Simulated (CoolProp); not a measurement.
A simple Rankine cycle with 1,2-dichloroethane: condensing at 308.15 K, boiler at 2.4 MPa, turbine inlet 499 K, turbine efficiency 0.65, pump efficiency 0.8, no recuperator. Each further row changes one setting.

Values from CoolProp's reference Helmholtz-energy equation of state, Thol 2015.

```csv
case,thermal efficiency (%),net work (kJ/kg),heat in (kJ/kg),turbine exit temperature (K),volume ratio over the turbine
as stated,14.5,[?],276,308.1,907
condensing temperature 300.15 K,[?],43.8,286,300.2,1300
boiler pressure 1.68 MPa,18.6,92.8,499,373.7,[?]
turbine efficiency 0.55,12.2,33.6,276,308.1,932
```

**Question.** Some entries are withheld; supply them.

**Answer.** 
- as stated, net work (kJ/kg): 40.1
- condensing temperature 300.15 K, thermal efficiency (%): 15.3
- boiler pressure 1.68 MPa, volume ratio over the turbine: 93.5

The expansion ends wet for: as stated; condensing temperature 300.15 K; turbine efficiency 0.55.
